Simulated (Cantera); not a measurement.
A closed system holds: 1 mol Si(CH3)4, 0.77 mol C2H2, 270 mol H2, equilibrated at 1900 K and 0.380 bar.

Method: chemical equilibrium by Gibbs-energy minimisation in Cantera with the NASA 1993 tables (ideal gas, pure condensed phases). Candidate condensed phases: C, C6H6, C7H8, C8H18, Si, SiC; 87 gas species. The numbers say what is thermodynamically allowed, not how fast it happens.

Base state: H2 0.998, H 0.00129, C2H2 (acetylene) 0.000381, CH4 0.000213 (mole fractions); condensed: C(graphite) + SiC(s).

Question: What changes in the equilibrium state with this change: pressure from 0.380 bar to 0.0133 bar?

Answer: 
```json
[
 {"species": "H2", "before": "0.998", "after": "0.993"},
 {"species": "H", "before": "0.00129", "after": "0.00685"},
 {"species": "C2H2 (acetylene)", "before": "0.000381", "after": "0.000379"},
 {"species": "CH4", "before": "0.000213", "after": "7.38e-6"},
 {"species": "Si", "before": "1.23e-6", "after": "3.51e-5"},
 {"species": "C(graphite), mol", "before": "4.27", "after": "4.34"},
 {"species": "SiC(s), mol", "before": "0.999", "after": "0.988"}
]
```

Question: What changes in the equilibrium state with this change: Si(CH3)4 replaced by (CH3)2SiCl2?

Answer: 
```json
[
 {"species": "H2", "before": "0.998", "after": "0.991"},
 {"species": "HCl", "before": "0", "after": "0.00726"},
 {"species": "H", "before": "0.00129", "after": "0.00128"},
 {"species": "CH4", "before": "0.000213", "after": "0.000210"},
 {"species": "C2H2 (acetylene)", "before": "0.000381", "after": "0.000378"},
 {"species": "C(graphite), mol", "before": "4.27", "after": "2.27"},
 {"species": "SiC(s), mol", "before": "0.999", "after": "0.997"}
]
```
The feed counts by its element totals alone.
